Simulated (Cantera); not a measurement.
A Cantera script and what it prints.

```python
import numpy as np
import cantera as ct

gas_names = """
    CL CLO CL2 O O2 O3 Si SiCL SiCL2 SiCL3 SiCL4 SiO SiO2 Si2 Si3
""".split()
cond_names = """
    Si(cr) Si(L) SiO2(Lqz) SiO2(hqz) SiO2(L)
""".split()


# ... load() reads the species with a 1 bar reference pressure and builds the phases ...
atoms = {
    'SiCl4': {'Si': 1, 'CL': 4},
    'O3': {'O': 3},
}
top_T = {}  # K; cautious upper limits of use, not melting points


# ... equilibrate(T, P, feed) seeds the gas with the atoms and calls Mixture.equilibrate('TP', solver="vcs", rtol=1e-11, max_steps=5000) ...
results = []
feed = {'SiCl4': 1, 'O3': 0.06}  # mol
P = 1600  # Pa
for T in [750, 850, 950, 1050, 1150, 1250, 1350, 1450, 1550]:
    mix = equilibrate(T, P, feed)
    results.append((T, P, feed, dict(zip(mix.species_names, mix.species_moles))))

top = {s: max(r[3][s] / sum(r[3][g] for g in gas_names) for r in results) for s in gas_names}
cols = sorted((s for s in top if top[s] > 0.0001), key=lambda s: -top[s])[:8]
seen = [c for c in cond_names if any(r[3].get(c, 0) > 1e-12 for r in results)]
print("log10 of partial pressures in bar; condensed amounts in mol")
print(f"{'T/K':>10s}" + "".join(f"{s[:9]:>10s}" for s in cols + seen))
for T, P, feed, n in results:
    ng = sum(n[g] for g in gas_names)
    print(f"{T:10.4g}" + "".join(f"{np.log10(max(n[s] / ng * P / 1e5, 1e-99)):10.3f}" for s in cols)
          + "".join(f"{n.get(c, 0):10.4g}" for c in seen))
```

It prints:

```
log10 of partial pressures in bar; condensed amounts in mol
       T/K     SiCL4        CL       CL2     SiCL3 SiO2(Lqz) SiO2(hqz)
       750    -1.874    -6.856    -2.578   -14.459      0.09         0
       850    -1.874    -5.843    -2.578   -12.245         0      0.09
       950    -1.874    -5.042    -2.579   -10.501         0      0.09
      1050    -1.875    -4.392    -2.582    -9.091         0      0.09
      1150    -1.876    -3.858    -2.592    -7.926         0      0.09
      1250    -1.880    -3.416    -2.616    -6.943         0      0.09
      1350    -1.886    -3.056    -2.672    -6.095         0      0.09
      1450    -1.898    -2.774    -2.779    -5.341         0      0.09
      1550    -1.913    -2.573    -2.961    -4.647         0      0.09
```

Method: chemical equilibrium by Gibbs-energy minimisation in Cantera with the NASA 1993 tables (ideal gas, pure condensed phases). The tables' values for SiCl3 are old estimates; treat these amounts as uncertain. The tables hold silica as quartz up to 1696 K and as liquid above; real silica turns to tridymite and cristobalite and melts near 1996 K.
